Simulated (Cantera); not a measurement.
What does this Cantera script print?

```python
import numpy as np
import cantera as ct

gas_names = """
    B BH BH2 BH3 BN BO BO2 B2 B2O B2O2 B2O3 B3O3H3 H HBO HBO2 HNO HNO2 HNO3 HO2 H2 H2O H2O2 H3B3O6 N NH
    NH2 NH3 NH2OH NO NO2 NO3 N2 N2H2 N2H4 N2O O OH O2 O3
""".split()
cond_names = """
    B(b) B(L) BN(s) B2O3(L) B3O3H3(cr) H2O(s) H2O(L)
""".split()


# ... load() reads the species with a 1 bar reference pressure and builds the phases ...
atoms = {
    'borazine': {'B': 3, 'N': 3, 'H': 6},
    'H2': {'H': 2},
    'O2': {'O': 2},
}
top_T = {'BN(s)': 3200}  # K; cautious upper limits of use, not melting points


# ... equilibrate(T, P, feed) seeds the gas with the atoms and calls Mixture.equilibrate('TP', solver="vcs", rtol=1e-11, max_steps=5000) ...
results = []
feed = {'borazine': 1, 'H2': 39, 'O2': 0.068}  # mol
P = 133.322  # Pa
for T in [775, 825, 875, 925, 975, 1025, 1075, 1125, 1175, 1225, 1275, 1325]:
    mix = equilibrate(T, P, feed)
    results.append((T, P, feed, dict(zip(mix.species_names, mix.species_moles))))

top = {s: max(r[3][s] / sum(r[3][g] for g in gas_names) for r in results) for s in gas_names}
cols = sorted((s for s in top if top[s] > 0.001), key=lambda s: -top[s])[:6]
seen = [c for c in cond_names if any(r[3].get(c, 0) > 1e-12 for r in results)]
print("log10 of partial pressures in bar; condensed amounts in mol")
print(f"{'T/K':>10s}" + "".join(f"{s[:9]:>10s}" for s in cols + seen))
for T, P, feed, n in results:
    ng = sum(n[g] for g in gas_names)
    print(f"{T:10.4g}" + "".join(f"{np.log10(max(n[s] / ng * P / 1e5, 1e-99)):10.3f}" for s in cols)
          + "".join(f"{n.get(c, 0):10.4g}" for c in seen))
```

Result:

```
log10 of partial pressures in bar; condensed amounts in mol
       T/K        H2       HBO        N2     BN(s)   B2O3(L)
       775    -2.876   -13.810    -5.858     2.912   0.04375
       825    -2.876   -12.599    -5.858     2.912   0.04375
       875    -2.876   -11.529    -5.858     2.912   0.04375
       925    -2.876   -10.578    -5.858     2.912   0.04374
       975    -2.876    -9.726    -5.858     2.912   0.04368
      1025    -2.876    -8.960    -5.858     2.912   0.04347
      1075    -2.876    -8.267    -5.859     2.913   0.04292
      1125    -2.876    -7.636    -5.860     2.913   0.04157
      1175    -2.876    -7.061    -5.863     2.913   0.03845
      1225    -2.876    -6.535    -5.863     2.913   0.03127
      1275    -2.876    -6.053    -5.851     2.911   0.01448
      1325    -2.877    -5.729    -5.802       2.9         0
```

Cantera equilibrium calculation (NASA polynomials, part measured and part estimated; ideal gas, pure solids and liquids). The feed counts by its element totals alone. Mutual solubility and eutectic melting of coexisting phases are not modelled.
